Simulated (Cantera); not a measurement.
What does this Cantera script print?

```python
import numpy as np
import cantera as ct

gas = ct.Solution("h2o2.yaml")
gas.TPX = 625, 37000, {'H2': 1, 'O2': 0.385, 'N2': 1.77}
flame = ct.FreeFlame(gas, width=0.08)
flame.set_refine_criteria(ratio=3, slope=0.08, curve=0.16)
flame.transport_model = "mixture-averaged"
flame.solve(loglevel=0, auto=True)
z, T = flame.grid, flame.T
thick = (T[-1] - T[0]) / np.gradient(T, z).max()
show = ['H2', 'O2', 'O', 'H', 'HO2', 'H2O2']
print(f"laminar burning velocity  {flame.velocity[0] * 100:.3f} cm/s")
print(f"burnt temperature         {T[-1]:.1f} K")
print(f"thermal thickness         {thick * 1e3:.4f} mm")
print(f"grid points               {len(z)}")
z0 = z[flame.heat_release_rate.argmax()]
print(f"{'z/mm':>9s}{'T/K':>9s}{'u/(m/s)':>9s}" + "".join(f"{s:>11s}" for s in show))
rows = []
for k in (-3, -2, -1.5, -1, -0.5, -0.25, 0, 0.25, 0.5, 1, 2, 4, 8):
    zz = z0 + k * thick
    rows.append([k * thick, np.interp(zz, z, T), np.interp(zz, z, flame.velocity),
                 *(np.interp(zz, z, flame.X[gas.species_index(s)]) for s in show)])
    print(f"{rows[-1][0] * 1e3:9.3f}{rows[-1][1]:9.1f}{rows[-1][2]:9.3f}" + "".join(f"{x:11.3e}" for x in rows[-1][3:]))
```

Result:

```
laminar burning velocity  712.632 cm/s
burnt temperature         2373.1 K
thermal thickness         1.8205 mm
grid points               135
     z/mm      T/K  u/(m/s)         H2         O2          O          H        HO2       H2O2
   -5.462    625.0    7.126  3.170e-01  1.220e-01  3.939e-17  1.266e-15  2.369e-13 -1.272e-16
   -3.641    625.0    7.126  3.170e-01  1.220e-01  3.696e-14  1.611e-12  2.891e-11  6.481e-16
   -2.731    625.0    7.126  3.170e-01  1.220e-01  5.311e-12  2.824e-10  2.625e-09  8.597e-14
   -1.821    625.0    7.126  3.170e-01  1.220e-01  1.868e-09  1.532e-07  4.473e-07  1.051e-10
   -0.910    634.0    7.217  3.152e-01  1.219e-01  8.257e-06  2.829e-04  9.470e-05  9.215e-07
   -0.455    771.4    8.670  2.915e-01  1.177e-01  2.754e-04  7.969e-03  6.830e-05  2.157e-06
    0.000   1164.3   12.709  1.725e-01  7.514e-02  5.599e-03  5.723e-02  2.806e-05  1.276e-06
    0.455   1442.4   15.541  8.074e-02  2.154e-02  9.270e-03  8.768e-02  7.589e-06  1.183e-06
    0.910   1560.8   16.695  7.185e-02  1.318e-02  8.865e-03  8.261e-02  4.197e-06  8.742e-07
    1.821   1693.7   17.952  7.475e-02  1.060e-02  7.863e-03  6.935e-02  2.945e-06  5.255e-07
    3.641   1837.2   19.268  7.778e-02  8.322e-03  6.334e-03  5.489e-02  2.043e-06  2.809e-07
    7.282   1980.6   20.544  7.950e-02  5.978e-03  4.551e-03  4.113e-02  1.347e-06  1.489e-07
   14.564   2112.1   21.680  8.005e-02  3.831e-03  2.862e-03  2.916e-02  8.491e-07  8.371e-08
```

Model: the H2/O2 subset of GRI-Mech 3.0, which has no nitrogen chemistry, integrated in Cantera. Burning velocities carry a grid error of a few per cent, more on coarse grids.
